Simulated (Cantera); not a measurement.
What does this Cantera script print?

```python
import numpy as np
import cantera as ct

gas_names = """
    H H2 N NH NH2 NH3 N2 N2H2 N2H4 Si SiH SiH2 SiH3 SiH4 SiN Si2 Si2N Si3
""".split()
cond_names = """
    Si(cr) Si(L) Si3N4(a)
""".split()


# ... load() reads the species with a 1 bar reference pressure and builds the phases ...
atoms = {
    'trisilylamine': {'Si': 3, 'N': 1, 'H': 9},
    'NH3': {'N': 1, 'H': 3},
    'H2': {'H': 2},
}
top_T = {'Si3N4(a)': 2400}  # K; cautious upper limits of use, not melting points


# ... equilibrate(T, P, feed) seeds the gas with the atoms and calls Mixture.equilibrate('TP', solver="vcs", rtol=1e-11, max_steps=5000) ...
results = []
feed = {'trisilylamine': 1, 'NH3': 0.64, 'H2': 0.18}  # mol
T = 1473  # K
P = 9300  # Pa
mix = equilibrate(T, P, feed)
results.append((T, P, feed, dict(zip(mix.species_names, mix.species_moles))))
print(gas.report(threshold=0.001))
for i in range(1, mix.n_phases):
    print(f"{mix.phase(i).name:16s} {mix.phase_moles(i):12.5e} mol")
```

Result:

```
       temperature   1473 K
          pressure   9300 Pa
           density   0.0015367 kg/m^3
  mean mol. weight   2.0237 kg/kmol
   phase of matter   gas

                          1 kg             1 kmol
                     ---------------   ---------------
          enthalpy        1.7528e+07        3.5471e+07  J
   internal energy        1.1476e+07        2.3224e+07  J
           entropy             97890         1.981e+05  J/K
    Gibbs function       -1.2666e+08       -2.5633e+08  J
 heat capacity c_p             15936             32251  J/K
 heat capacity c_v             11828             23936  J/K

                      mass frac. Y      mole frac. X     chem. pot. / RT
                     ---------------   ---------------   ---------------
                H2           0.99585           0.99966           -20.925
     [  +17 minor]         0.0041465        0.00033947

Si(cr)            1.77250e+00 mol
Si3N4(a)          4.09163e-01 mol
```

Cantera equilibrium calculation (NASA polynomials, part measured and part estimated; ideal gas, pure solids and liquids). The feed counts by its element totals alone. Mutual solubility and eutectic melting of coexisting phases are not modelled.
